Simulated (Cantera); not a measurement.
Charge: 1 mol SiH2Cl2, 0.055 mol Cl2, 41 mol H2, at 925 K and 25.5 Torr.

Equilibrium computed with Cantera from the NASA thermochemical tables; the gas is ideal and each condensed phase is pure. Candidate condensed phases: Si; 19 gas species. The tables' values for SiCl3 are old estimates; treat these amounts as uncertain. Rates play no part.

Base state: H2 0.981, SiCl4 0.00758, HCl 0.00735, SiHCl3 0.00367, SiH2Cl2 0.000175, SiCl3 0.000123, SiCl2 7.95e-5 (mole fractions); condensed: Si(s).

Q: What changes in the equilibrium state with this change: H2 from 41 to 6 mol?

A: 
```
species       before     after
----------  --------  --------
H2             0.981     0.917
SiCl4        0.00758    0.0548
SiHCl3       0.00367    0.0157
HCl          0.00735    0.0117
SiCl3       0.000123  0.000543
SiCl2        7.95e-5  0.000214
SiH2Cl2     0.000175  0.000439
Si(s), mol     0.505     0.461
```
